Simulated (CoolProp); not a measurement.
CF4 (R14) at 452.74 K and 0.144 MPa flows at 0.12 m/s in a round tube of 2 mm bore and 0.25 µm roughness, fully developed (64/Re and Nu = 3.66 if laminar; Colebrook and Gnielinski if turbulent). Each further row changes one setting.

The numbers come from the reference Helmholtz-energy equation of state, Platzer 1990 in CoolProp. This equation is an older, rougher fit.

| case | Reynolds number | Darcy friction factor | pressure drop (Pa/m) | heat-transfer coefficient (W/(m² K)) | mass flow (kg/h) |
|---|---|---|---|---|---|
| as stated | 33.3 | ? | 23.3 | 52.0 | ? |
| velocity 0.24 m/s | 66.5 | 0.962 | ? | 52.0 | ? |
| diameter 4 mm | 66.5 | 0.962 | ? | ? | ? |

**Question.** Some entries are withheld; supply them.

**Answer.** 
- as stated, Darcy friction factor: 1.92
- as stated, mass flow (kg/h): 0.00457
- velocity 0.24 m/s, pressure drop (Pa/m): 46.6
- velocity 0.24 m/s, mass flow (kg/h): 0.00914
- diameter 4 mm, pressure drop (Pa/m): 5.83
- diameter 4 mm, heat-transfer coefficient (W/(m² K)): 26.0
- diameter 4 mm, mass flow (kg/h): 0.0183

Viscosity comes from a separate model (Huber 2003), an estimate that may be off by 10 % or more. Thermal conductivity comes from a separate model (Huber 2003), an estimate that may be off by 10 % or more.
